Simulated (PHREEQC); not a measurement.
A solution holds 1.1 mmol/kgw Pb(NO3)2, 0.062 mmol/kgw KBr and 180 mmol/kgw Cu(NO3)2, at 5 °C. Closed to the air; pH follows from the charge balance.

Equilibrium calculation in PHREEQC: ion-association model, phreeqc.dat.

No solid was allowed to form.

**Question.** Estimate the pH, density.

**Answer.** pH 4.37; density 1.029 g/cm³.

**Question.** In which forms is Pb present?

**Answer.** PbNO3+ 57 %, Pb+2 43 % of the Pb.

Constants without temperature data keep their 25 °C values here.
